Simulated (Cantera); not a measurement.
SiO2 + H2 + H2O (hydrogen reduction and annealing atmospheres)

A closed system holds: 1 mol SiO2, a varied amount of H2, 0.49 mol H2O, held at 1550 °C and 1.73 Torr.

Equilibrium computed with Cantera from the NASA thermochemical tables; the gas is ideal and each condensed phase is pure. Candidate condensed phases: H2O, Si, SiO2; 18 gas species. The tables hold silica as quartz up to 1696 K and as liquid above; real silica turns to tridymite and cristobalite and melts near 1996 K. Rates play no part.

```csv
n(H2) (mol),log p H2,log p H2O,log p SiO,log p H,log p OH,log p SiO2,n SiO2(condensed)
15,-2.68,-3.90,-4.25,-4.70,-7.08,-8.05,0.609
25,-2.68,-3.96,-4.18,-4.70,-7.15,-8.05,0.242
41,-2.67,-4.10,-4.27,-4.70,-7.28,-8.28,0
69,-2.66,-4.32,-4.49,-4.69,-7.51,-8.73,0
120,-2.65,-4.55,-4.72,-4.69,-7.75,-9.21,0
190,-2.65,-4.75,-4.92,-4.69,-7.95,-9.61,0
320,-2.65,-4.97,-5.15,-4.69,-8.17,-10.06,0
```
log p: log10 of the partial pressure in bar; n: condensed amount in mol.

From 15 mol H2 to 25 mol H2 the condensed part is SiO2(condensed). From 41 mol H2 to 320 mol H2 nothing is condensed. The main Si-bearing gas is SiO throughout.
